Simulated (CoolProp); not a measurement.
Computed with CoolProp (reference Helmholtz-energy equation of state, Thol 2015).

Q: For 1,2-dichloroethane, give the phase and the Z, expansivity (1/kK), fugacity coefficient at 115.65 °C and 1010 kPa; 115.65 °C and 1410 kPa.

A: 
- 115.65 °C and 1010 kPa: liquid; Z 0.0280, expansivity 1.57, fugacity coefficient 0.241
- 115.65 °C and 1410 kPa: liquid; Z 0.0390, expansivity 1.56, fugacity coefficient 0.175
